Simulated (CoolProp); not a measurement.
Hydrogen chloride at 298.15 K and 9.31 MPa is throttled through a valve to 0.627 MPa with no heat exchange. Each further row changes one setting.

Computed with CoolProp (reference Helmholtz-energy equation of state, Thol 2018).

```csv
case,temperature change (K),final phase,final density (kg/m³)
as stated,…,"two-phase, vapour fraction 0.336",…
outlet pressure 0.188 MPa,-98.3,…,10.3
outlet pressure 0.815 MPa,-63.2,"two-phase, vapour fraction 0.313",…
```

Question: Complete the blanks.

Answer: 
- as stated, temperature change (K): -70.5
- as stated, final density (kg/m³): 38.9
- outlet pressure 0.188 MPa, final phase: two-phase, vapour fraction 0.418
- outlet pressure 0.815 MPa, final density (kg/m³): 53.2
